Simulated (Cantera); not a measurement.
A closed system holds: 1 mol CCl4, 0.032 mol Si, equilibrated at 3200 °C.

Method: chemical equilibrium by Gibbs-energy minimisation in Cantera with the NASA 1993 tables (ideal gas, pure condensed phases). Candidate condensed phases: C, Si, SiC; 24 gas species. The tables' values for SiCl, CCl, SiCl3 are old estimates; treat these amounts as uncertain. Kinetics and transport are ignored.

x: gas mole fraction; n: condensed amount in mol.

```csv
P (Pa),x Cl,x C,x C3,x C2,x Si,n C(graphite)
1,0.795,0.198,1.24e-6,0.000172,0.00636,0
10,0.796,0.195,0.000119,0.00167,0.00637,0
100,0.815,(withheld),(withheld),(withheld),0.00645,0
1000,0.873,0.0628,0.0394,0.0172,0.00616,0
10000,0.906,(withheld),(withheld),(withheld),(withheld),0
100000,0.958,0.00246,0.0237,0.00264,0.000741,0.626
```

**Question.** What belongs in the gaps?

**Answer.** 
- 10000, x C: 0.0154
- 10000, x C3: 0.0586
- 10000, x C2: 0.0104
- 10000, x Si: 0.00381
- 100, x C: 0.161
- 100, x C3: 0.00664
- 100, x C2: 0.0113
